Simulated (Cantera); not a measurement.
Charge: 1 mol BCl₃, 2.9 mol O₂, 1.8 mol H₂, 5.5 mol H₂O, 0.07 mol N₂, equilibrated at 133 Pa.

Equilibrium computed with Cantera from the NASA thermochemical tables; the gas is ideal and each condensed phase is pure. Candidate condensed phases: B, BN, B₂O₃, B₃O₃H₃, H₂O, NH₄Cl; 49 gas species. The tables' values for BOCl are old estimates; treat these amounts as uncertain. Gases not in the tables: H₃BO₃. Equilibrium is a limit: real reactors are often held back by kinetics, nucleation or transport.

x: gas mole fraction; nothing condenses.

| T (K) | x H₂O | x HCl | x O₂ | x HBO₂ | x Cl | x OH | x H₂ |
|---|---|---|---|---|---|---|---|
| 1523 | 0.472 | 0.249 | 0.171 | 0.0861 | 0.0141 | 0.00103 | 7.99e-5 |
| 1573 | 0.473 | 0.245 | 0.170 | 0.0857 | 0.0176 | 0.00155 | 0.000151 |
| 1623 | 0.474 | 0.240 | 0.169 | 0.0853 | … | … | … |
| 1673 | 0.475 | 0.235 | 0.167 | 0.0848 | 0.0262 | 0.00325 | 0.000480 |
| 1723 | 0.475 | 0.230 | 0.165 | 0.0841 | 0.0311 | 0.00456 | 0.000816 |
| 1773 | 0.476 | 0.224 | 0.163 | 0.0834 | 0.0365 | 0.00626 | 0.00135 |
| 1823 | 0.476 | 0.217 | 0.160 | 0.0825 | 0.0423 | 0.00844 | 0.00217 |
| 1873 | 0.474 | 0.210 | 0.158 | 0.0814 | 0.0483 | 0.0112 | 0.00339 |
| 1923 | 0.472 | 0.203 | 0.154 | 0.0802 | 0.0547 | 0.0146 | 0.00518 |
| 1973 | 0.467 | 0.195 | 0.151 | 0.0787 | … | … | … |
| 2023 | 0.461 | 0.186 | 0.148 | 0.0768 | 0.0677 | 0.0235 | 0.0112 |

Problem. Complete the blanks.

Solution. 
- 1973, x Cl: 0.0611
- 1973, x OH: 0.0187
- 1973, x H₂: 0.00772
- 1623, x Cl: 0.0217
- 1623, x OH: 0.00227
- 1623, x H₂: 0.000274
